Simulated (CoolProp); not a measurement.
Model: reference Helmholtz-energy equation of state, Gao 2020, in CoolProp.

Task: For ammonia, give the phase and the cp (kJ/(kg K)), speed of sound (m/s), conductivity (mW/(m K)) at 324.4 K and 2.84 bar.

Result: 
- 324.4 K and 2.84 bar: gas; cp 2.27, speed of sound 447, conductivity 27.7

Thermal conductivity comes from a separate model (Tufeu 1984).
